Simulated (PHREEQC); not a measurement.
A solution holds 0.039 mol HCl, 0.0023 mol FeSO4 and 0.00089 mol Fe2(SO4)3 per kg of water, at 25 °C. Closed to the air; pH follows from the charge balance.

All values are PHREEQC results (ion-association model, phreeqc.dat), not measurements.

### Question
The ionic strength comes out as 0.0491 mol/kgw. What activity coefficients do FeHSO4+2, FeCl2+, FeSO4+, FeCl+, Fe(SO4)2- get?

### Answer
FeHSO4+2 0.46, FeCl2+ 0.83, FeSO4+ 0.83, FeCl+ 0.82, Fe(SO4)2- 0.82.

No solid was allowed to form. The solution is supersaturated, for example in Hematite (slow to form), Goethite (slow to form), so a real one may precipitate; this is no full list.
